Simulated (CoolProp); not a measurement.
Saturation properties of isobutene (Tc = 418.1 K, pc = 4.016 MPa, ω = 0.193).

Values from CoolProp's reference Helmholtz-energy equation of state, Lemmon 2005. It is a short technical equation, of lower accuracy than the large ones.

```json
[
 {"T (K)": "239.6", "p (MPa)": "0.03135", "liquid density (kg/m³)": "655.8", "vapour density (kg/m³)": "?", "enthalpy of vaporisation (kJ/kg)": "415.7", "liquid cp (kJ/(kg K))": "2.123"},
 {"T (K)": "253", "p (MPa)": "0.05873", "liquid density (kg/m³)": "641.2", "vapour density (kg/m³)": "1.614", "enthalpy of vaporisation (kJ/kg)": "403.8", "liquid cp (kJ/(kg K))": "2.171"},
 {"T (K)": "266.4", "p (MPa)": "0.1023", "liquid density (kg/m³)": "626.2", "vapour density (kg/m³)": "2.709", "enthalpy of vaporisation (kJ/kg)": "391.4", "liquid cp (kJ/(kg K))": "2.225"},
 {"T (K)": "279.7", "p (MPa)": "?", "liquid density (kg/m³)": "610.8", "vapour density (kg/m³)": "4.293", "enthalpy of vaporisation (kJ/kg)": "378.4", "liquid cp (kJ/(kg K))": "?"},
 {"T (K)": "293.1", "p (MPa)": "0.2609", "liquid density (kg/m³)": "594.7", "vapour density (kg/m³)": "?", "enthalpy of vaporisation (kJ/kg)": "364.4", "liquid cp (kJ/(kg K))": "2.351"},
 {"T (K)": "306.5", "p (MPa)": "0.3898", "liquid density (kg/m³)": "577.8", "vapour density (kg/m³)": "9.592", "enthalpy of vaporisation (kJ/kg)": "349.4", "liquid cp (kJ/(kg K))": "2.425"},
 {"T (K)": "319.8", "p (MPa)": "0.5600", "liquid density (kg/m³)": "560.1", "vapour density (kg/m³)": "13.65", "enthalpy of vaporisation (kJ/kg)": "333.1", "liquid cp (kJ/(kg K))": "2.509"},
 {"T (K)": "333.2", "p (MPa)": "0.7819", "liquid density (kg/m³)": "540.9", "vapour density (kg/m³)": "?", "enthalpy of vaporisation (kJ/kg)": "315.0", "liquid cp (kJ/(kg K))": "2.608"},
 {"T (K)": "346.6", "p (MPa)": "1.063", "liquid density (kg/m³)": "520.2", "vapour density (kg/m³)": "26.12", "enthalpy of vaporisation (kJ/kg)": "294.8", "liquid cp (kJ/(kg K))": "2.727"},
 {"T (K)": "359.9", "p (MPa)": "1.409", "liquid density (kg/m³)": "497.5", "vapour density (kg/m³)": "35.40", "enthalpy of vaporisation (kJ/kg)": "272.0", "liquid cp (kJ/(kg K))": "2.879"},
 {"T (K)": "373.3", "p (MPa)": "1.836", "liquid density (kg/m³)": "471.6", "vapour density (kg/m³)": "47.95", "enthalpy of vaporisation (kJ/kg)": "245.1", "liquid cp (kJ/(kg K))": "3.093"},
 {"T (K)": "386.7", "p (MPa)": "2.353", "liquid density (kg/m³)": "440.9", "vapour density (kg/m³)": "65.49", "enthalpy of vaporisation (kJ/kg)": "212.5", "liquid cp (kJ/(kg K))": "3.442"}
]
```

**Question.** Some entries are withheld; supply them.

**Answer.** 
- 239.6, vapour density (kg/m³): 0.9003
- 279.7, p (MPa): 0.1673
- 279.7, liquid cp (kJ/(kg K)): 2.284
- 293.1, vapour density (kg/m³): 6.533
- 333.2, vapour density (kg/m³): 19.04

It boils at 266.1 K under 1 atm.
